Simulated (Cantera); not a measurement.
Input: 1 mol Fe2O3, 0.24 mol Cl2, 0.44 mol N2, held at 1550 K and 0.0200 bar.

Equilibrium computed with Cantera from the NASA thermochemical tables; the gas is ideal and each condensed phase is pure. Candidate condensed phases: Fe, FeCl2, FeCl3, FeO, Fe2O3, Fe3O4; 19 gas species. The numbers say what is thermodynamically allowed, not how fast it happens.

Base state: N2 0.437, O2 0.300, FeCl2 0.195, Cl 0.0517, Cl2 0.00816, FeCl3 0.00634, NO 0.00138, ClO 9.25e-5 (mole fractions); condensed: Fe3O4(s).

Task: What changes in the equilibrium state with this change: temperature from 1550 K to 1300 K?

Result: 
```tsv
species	before	after
N2	0.437	0.574
O2	0.300	0.131
FeCl2	0.195	0.112
Cl2	0.00816	0.0925
FeCl3	0.00634	0.0633
Cl	0.0517	0.0267
O	3.03e-5	4.54e-7
NO	0.00138	0.000267
Fe3O4(s), mol	0.599	0
Fe2O3(s), mol	0	0.933
```
